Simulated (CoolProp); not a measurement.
Propylene along the isobar 207 kPa: Z from the reference equation and from simpler models built on Tc = 364.2 K, pc = 4555 kPa, ω = 0.146; each cubic takes its own stable root.

Model: reference Helmholtz-energy equation of state, Lemmon 2013, in CoolProp.

```csv
T (K),phase,reference,Redlich-Kwong,Soave-Redlich-Kwong,Peng-Robinson
99.4,liquid,0.01396,0.01534,0.01541,0.01378
109.8,liquid,0.01284,(withheld),(withheld),0.01259
120.2,liquid,0.01192,0.01297,0.01300,0.01161
130.6,liquid,0.01115,(withheld),0.01210,0.01080
141,liquid,(withheld),0.01134,0.01134,0.01011
151.4,liquid,0.009940,0.01071,0.01070,0.009528
161.8,liquid,0.009459,0.01017,0.01014,0.009029
172.2,liquid,0.009042,0.009712,0.009670,0.008599
```

Some entries are withheld; supply them.


- 109.8, Redlich-Kwong: 0.01404
- 109.8, Soave-Redlich-Kwong: 0.01409
- 130.6, Redlich-Kwong: 0.01208
- 141, reference: 0.01050
